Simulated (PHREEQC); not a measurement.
Consider water at 70 °C with 0.0034 mol/kgw HF, 0.0035 mol/kgw NH4HF2 and 0.0021 mol/kgw H2SO4. It is in equilibrium with CO2 at log p = -3.4 (atm). Otherwise closed; pH follows from the charge balance.

All values are PHREEQC results (ion-association model, wateq4f.dat), not measurements.

No solid was allowed to form.

Problem. Estimate the pH.

Solution. pH 2.78.

Problem. In which forms is S present?

Solution. SO4-2 71 %, HSO4- 27 %, NH4SO4- 2.2 % of the S.

Constants without temperature data keep their 25 °C values here.
